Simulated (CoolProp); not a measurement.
Model: reference Helmholtz-energy equation of state, Lemmon 2016, in CoolProp.

For R115, give the phase and the speed of sound (m/s), Joule-Thomson coefficient (K/MPa) at 188.25 °C and 53.2 kPa.


- 188.25 °C and 53.2 kPa: gas; speed of sound 162, Joule-Thomson coefficient 4.33
